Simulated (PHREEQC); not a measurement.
Solution (20 °C): 0.22 mol/kgw HF, 0.0014 mol/kgw CsF and 0.0026 mol/kgw H2SiF6. Closed to the air; pH follows from the charge balance.

All values are PHREEQC results (ion-association model, wateq4f.dat), not measurements.

```json
[
 {"quantity": "pH", "before": "1.88", "after": "1.81"},
 {"quantity": "ionic strength (mol/kgw)", "before": "0.0187", "after": "0.0214"},
 {"quantity": "HF (mol/kgw)", "before": "0.119", "after": "0.158"},
 {"quantity": "H2F2 (mol/kgw)", "before": "0.0442", "after": "0.0776"},
 {"quantity": "F- (mol/kgw)", "before": "0.00759", "after": "0.00862"}
]
```

Task: What was changed between the two runs?
(A) HF from 0.22 to 0.44 mol/kgw
(B) HF from 0.22 to 0.33 mol/kgw
(C) diluted 5-fold with water
(D) H2SiF6 left out
(E) 0.016 mol/kgw NaOH added

Result: B, HF from 0.22 to 0.33 mol/kgw

Precipitation was switched off in this run. wateq4f.dat counts part of the HF as a dimer, H2F2, which phreeqc.dat doesn't know; its constant is uncertain. SiF6-2 is the database's only silicon fluoride.
